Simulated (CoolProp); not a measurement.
Acetone at several states: density (kg/m³) from the reference equation and from simpler models built on Tc = 508.1 K, pc = 4.692 MPa, ω = 0.307; each cubic takes its own stable root.

Computed with CoolProp (reference Helmholtz-energy equation of state, Lemmon 2006). It is a short technical equation, of lower accuracy than the large ones.

```csv
T (K),p (MPa),phase,reference
506.8,1.19,gas,18.36
206.6,0.0121,liquid,883.0
397.2,6.32,liquid,674.2
```

Task: How far does each simpler model (van der Waals, Redlich-Kwong, Soave-Redlich-Kwong) lie from the reference over these 3 states: mean and median of the absolute difference, and the worst?

Result: 
- van der Waals: mean 49.7 %, median 46.5 %, worst -100.0 % at 206.6 K and 0.0121 MPa
- Redlich-Kwong: mean 17.3 %, median 25.1 %, worst -25.1 % at 397.2 K and 6.32 MPa
- Soave-Redlich-Kwong: mean 15.7 %, median 21.7 %, worst -23.8 % at 206.6 K and 0.0121 MPa

At some of these states van der Waals gives the other phase, because its saturation line lies elsewhere.
